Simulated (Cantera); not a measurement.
Mixture: CH₄ : O₂ : N₂ = 1 : 1.05 : 3.96 (molar parts), equivalence ratio 1.9, at 3900000 Pa, adiabatic and at constant volume. Ignition delay is the time to a rise of 400 K.

Cantera simulation using GRI-Mech 3.0 (53 species, 325 reactions); the numbers are that mechanism's predictions, not measurements. The pressure lies above the range GRI-Mech 3.0 was tuned for (to about 10 atm).

Question: What does this change do: pressure from 3900000 Pa to 3200000 Pa?

Answer: 
```json
[
 {"quantity": "delay at 1200 K", "before": "1.28 ms", "after": "1.62 ms"},
 {"quantity": "delay at 1250 K", "before": "0.721 ms", "after": "0.910 ms"},
 {"quantity": "delay at 1300 K", "before": "0.421 ms", "after": "0.529 ms"},
 {"quantity": "delay at 1350 K", "before": "0.253 ms", "after": "0.316 ms"},
 {"quantity": "delay at 1400 K", "before": "0.156 ms", "after": "0.194 ms"},
 {"quantity": "delay at 1450 K", "before": "97.8 µs", "after": "0.121 ms"},
 {"quantity": "delay at 1500 K", "before": "62.5 µs", "after": "76.6 µs"},
 {"quantity": "apparent activation energy between 1400 and 1500 K", "before": "160 kJ/mol", "after": "160 kJ/mol"}
]
```

Question: What does this change do: pressure from 3900000 Pa to 1000000 Pa?

Answer: 
```tsv
quantity	before	after
delay at 1200 K	1.28 ms	6.31 ms
delay at 1250 K	0.721 ms	3.42 ms
delay at 1300 K	0.421 ms	1.91 ms
delay at 1350 K	0.253 ms	1.09 ms
delay at 1400 K	0.156 ms	0.638 ms
delay at 1450 K	97.8 µs	0.380 ms
delay at 1500 K	62.5 µs	0.230 ms
apparent activation energy between 1400 and 1500 K	160 kJ/mol	180 kJ/mol
```
